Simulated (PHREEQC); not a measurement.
Make-up at 80 °C: 0.0042 mol Na2SiO3 per kg of water. Closed to the air; pH follows from the charge balance.

Equilibrium calculation in PHREEQC: ion-association model, phreeqc.dat.

Problem. The ionic strength comes out as 0.00847 mol/kgw. What activity coefficients do Na+, OH-, H3SiO4-, H2SiO4-2 get?

Solution. Na+ 0.90, OH- 0.90, H3SiO4- 0.90, H2SiO4-2 0.66.

Precipitation was switched off in this run. Away from 25 °C the constants follow the database's enthalpies or fits; those with neither stay at their 25 °C values.
